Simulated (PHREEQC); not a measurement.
Solution (62 °C): 0.068 mol/kgw Na3PO4. Closed to the air; pH follows from the charge balance.

Computed with PHREEQC (ion-association model, wateq4f.dat).

This is a speciation only: nothing precipitates in the calculation.

Predict the pH, ionic strength.

pH 11.32; ionic strength 0.337 mol/kgw.

In which forms is P present?

PO4-3 52 %, HPO4-2 44 %, NaHPO4- 4.0 % of the P.

H3PO4, which wateq4f.dat lacks, is added to it with the constant of phreeqc.dat. Away from 25 °C the constants follow the database's enthalpies or fits; those with neither stay at their 25 °C values.
